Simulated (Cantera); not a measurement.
Input (Python, Cantera) and output of one run.

```python
import numpy as np
import cantera as ct

gas_names = """
    B BH BH2 BH3 BN B2 H H2 N NH NH2 NH3 N2 N2H2 N2H4
""".split()
cond_names = """
    B(b) B(L) BN(s)
""".split()


def load(file, names, dense=False):
    # The tables refer to 1 bar. Condensed volumes are neglected.
    table = {s.name: s for s in ct.Species.list_from_file(file)}
    out = []
    for n in names:
        d = dict(table[n].input_data)
        d["thermo"] = dict(d["thermo"], **{"reference-pressure": 1e5})
        if dense:
            d["equation-of-state"] = {"model": "constant-volume", "density": "1e6 g/cm^3"}
        out.append(ct.Species.from_dict(d))
    return out


gas = ct.Solution(thermo="ideal-gas", species=load("nasa_gas.yaml", gas_names))
cond = {s.name: ct.Solution(thermo="fixed-stoichiometry", species=[s], name=s.name)
        for s in load("nasa_condensed.yaml", cond_names, dense=True)}
atoms = {
    'borazine': {'B': 3, 'N': 3, 'H': 6},
    'N2': {'N': 2},
}
top_T = {'BN(s)': 3200}  # K; cautious upper limits of use, not melting points


def equilibrate(T, P, feed):
    n = {}
    for name, mol in feed.items():
        for a, k in atoms[name].items():
            n[a] = n.get(a, 0.0) + k * mol
    gas.TPX = T, P, n
    mass = sum(n.values()) * gas.mean_molecular_weight
    gas.equilibrate("TP")
    valid = [c for c in cond.values() if c.min_temp <= T <= top_T.get(c.name, c.max_temp)]
    mix = ct.Mixture([(gas, mass / gas.mean_molecular_weight)] + [(c, 0.0) for c in valid])
    mix.T, mix.P = T, P
    mix.equilibrate("TP", solver="vcs", rtol=1e-11, max_steps=5000)
    return mix


results = []
feed = {'borazine': 1, 'N2': 3}  # mol
T = 2048  # K
P = 940  # Pa
mix = equilibrate(T, P, feed)
results.append((T, P, feed, dict(zip(mix.species_names, mix.species_moles))))
print(gas.report(threshold=1e-06))
for i in range(1, mix.n_phases):
    print(f"{mix.phase(i).name:16s} {mix.phase_moles(i):12.5e} mol")
```

It prints:

```
       temperature   2048 K
          pressure   940 Pa
           density   0.00082226 kg/m^3
  mean mol. weight   14.895 kg/kmol
   phase of matter   gas

                          1 kg             1 kmol
                     ---------------   ---------------
          enthalpy        3.9916e+06        5.9456e+07  J
   internal energy        2.8484e+06        4.2428e+07  J
           entropy             17821        2.6545e+05  J/K
    Gibbs function       -3.2506e+07       -4.8418e+08  J
 heat capacity c_p            2349.8             35001  J/K
 heat capacity c_v            1791.6             26686  J/K

                      mass frac. Y      mole frac. X     chem. pot. / RT
                     ---------------   ---------------   ---------------
                 B        5.0598e-06        6.9719e-06           -4.7902
               BH2        5.7993e-05        6.7349e-05           -29.731
                 H         0.0010917          0.016131           -12.471
                H2          0.066023           0.48781           -24.941
                N2           0.93282           0.49598           -32.389
     [  +10 minor]         1.841e-06        1.7374e-06

B(b)              0.00000e+00 mol
BN(s)             2.99954e+00 mol
```

These are equilibrium values from Cantera (NASA tables, ideal gas, pure condensed phases), not measurements of a reactor. The feed counts by its element totals alone. The tables' values for BH2 are old estimates; treat these amounts as uncertain.
